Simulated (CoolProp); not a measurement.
The fluoroketone C6F12O (FK-5-1-12) along the isobar 0.101 MPa: Z from the reference equation and from simpler models built on Tc = 168.7 °C, pc = 1.869 MPa, ω = 0.471; each cubic takes its own stable root.

Values from CoolProp's reference Helmholtz-energy equation of state, McLinden 2015.

```json
[
 {"T (°C)": "74.45", "phase": "gas", "reference": "0.9525", "Pitzer virial": "0.9524", "van der Waals": "0.9710"},
 {"T (°C)": "91.35", "phase": "gas", "reference": "0.9605", "Pitzer virial": "0.9602", "van der Waals": "0.9741"},
 {"T (°C)": "108.25", "phase": "gas", "reference": "0.9668", "Pitzer virial": "0.9665", "van der Waals": "0.9768"},
 {"T (°C)": "125.25", "phase": "gas", "reference": "0.9719", "Pitzer virial": "0.9716", "van der Waals": "0.9791"},
 {"T (°C)": "142.15", "phase": "gas", "reference": "0.9760", "Pitzer virial": "0.9757", "van der Waals": "0.9811"},
 {"T (°C)": "159.15", "phase": "gas", "reference": "0.9793", "Pitzer virial": "0.9792", "van der Waals": "0.9828"},
 {"T (°C)": "176.05", "phase": "gas", "reference": "0.9821", "Pitzer virial": "0.9820", "van der Waals": "0.9844"},
 {"T (°C)": "192.95", "phase": "gas", "reference": "0.9844", "Pitzer virial": "0.9844", "van der Waals": "0.9858"},
 {"T (°C)": "209.95", "phase": "gas", "reference": "0.9864", "Pitzer virial": "0.9865", "van der Waals": "0.9870"},
 {"T (°C)": "226.85", "phase": "gas", "reference": "0.9881", "Pitzer virial": "0.9883", "van der Waals": "0.9881"}
]
```
